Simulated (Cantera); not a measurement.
A closed system holds: 1 mol Si₂H₆, 0.28 mol CO₂, 2.3 mol N₂, at 1925 K and 97.0 mbar.

Cantera equilibrium calculation (NASA polynomials, part measured and part estimated; ideal gas, pure solids and liquids). Candidate condensed phases: C, C₆H₆, C₇H₈, C₈H₁₈, H₂O, Si, SiC, SiO₂, Si₂N₂O, Si₃N₄; 151 gas species. The feed counts by its element totals alone. Mutual solubility and eutectic melting of coexisting phases are not modelled. The tables' values for SiN are old estimates; treat these amounts as uncertain. Gases not in the tables: Si₂H₆ and higher silanes. The numbers say what is thermodynamically allowed, not how fast it happens.

Base state: H₂ 0.578, N₂ 0.378, SiO 0.0343, CO 0.00745, H 0.00233, HCN 0.000208, Si 0.000179, SiH₂ 3.94e-5 (mole fractions); condensed: Si(l) + SiC(s) + Si₂N₂O(s).

What changes in the equilibrium state with this change: Si₂H₆ replaced by SiH₄?


| species | before | after |
|---|---|---|
| H₂ | 0.578 | 0.471 |
| N₂ | 0.378 | 0.469 |
| SiO | 0.0343 | 0.0399 |
| CO | 0.00745 | 0.0181 |
| Si₂N | 1.52e-5 | 8.10e-6 |
| SiH₂ | 3.94e-5 | 2.22e-5 |
| Si(l), mol | 0.893 | 0 |
| SiC(s), mol | 0.240 | 0.202 |
| Si₂N₂O(s), mol | 0.344 | 0.314 |
